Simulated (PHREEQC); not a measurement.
Solution (25 °C): 0.71 mol MgCl2 and 9.8e-05 mol CO2 per kg of water. Closed to the air; pH follows from the charge balance.

The numbers come from PHREEQC with the ion-association model, phreeqc.dat.

Precipitation was switched off in this run.

Problem. Order these C species by the share of C that they hold, largest first: CO2, MgHCO3+, HCO3-.

Solution. CO2 (76 %), MgHCO3+ (19 %), HCO3- (5.0 %)

The pH is 4.77 and the ionic strength 2.13 mol/kgw. The ionic strength is past about 0.7 mol/kgw, beyond the range of this activity model, so the values are rough. Species that the database lacks are ignored.
